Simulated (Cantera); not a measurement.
Equilibrium for aluminium nitride and oxide growth: Al(CH₃)₃ + N₂O + N₂

A closed system holds: 1 mol Al(CH₃)₃, 1.5 mol N₂O, 90 mol N₂, equilibrated at 18.0 Torr.

Cantera equilibrium calculation (NASA polynomials, part measured and part estimated; ideal gas, pure solids and liquids). Candidate condensed phases: Al, AlN, Al₂O₃, C, C₆H₆, C₇H₈, C₈H₁₈, H₂O; 148 gas species. The feed counts by its element totals alone. Mutual solubility and eutectic melting of coexisting phases are not modelled. Rates play no part.

```tsv
T (°C)	x N₂	x H₂	x CO	x HCN	n AlN(s)	n Al₂O₃(s)	n C(graphite)
875	0.953	0.0468	0.000593	8.62e-6	0.0379	0.481	2.94
950	0.951	0.0468	0.00262	2.02e-5	0.168	0.416	2.75
1025	0.944	0.0465	0.00967	4.26e-5	0.623	0.189	2.06
1100	0.938	0.0463	0.0155	8.28e-5	1.00	0	1.49
1175	0.938	0.0463	0.0155	0.000151	1.00	0	1.49
1250	0.938	0.0462	0.0155	0.000258	1.000	0	1.47
1325	0.938	0.0461	0.0155	0.000421	1.000	0	1.46
1400	0.938	0.0460	0.0155	0.000654	1.000	0	1.43
1475	0.937	0.0457	0.0155	0.000979	0.998	0	1.40
1550	0.937	0.0453	0.0155	0.00141	0.986	0	1.36
```
x: gas mole fraction; n: condensed amount in mol.

From 875 °C to 1025 °C the condensed part is AlN(s) + Al₂O₃(s) + C(graphite). From 1100 °C to 1550 °C the condensed part is AlN(s) + C(graphite).
